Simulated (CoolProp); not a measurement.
100 sccm (0 °C, 1 atm) of nitrogen bubbles through liquid p-xylene at 309.6 K and leaves saturated at a total pressure of 0.0136 MPa (ideal gas phase). Each further row changes one setting.

Computed with CoolProp (reference Helmholtz-energy equation of state, Zhou 2012).

```csv
case,vapour pressure (kPa),mole fraction of vapour,delivery (mg/min),delivery (sccm),change of delivery for a bath 1 K warmer (%)
as stated,2.21,0.162,91.9,19.4,6.5
bath temperature 314.6 K,2.86,0.210,126,26.6,6.6
total pressure 0.0272 MPa,2.21,0.0812,41.9,8.84,5.9
```
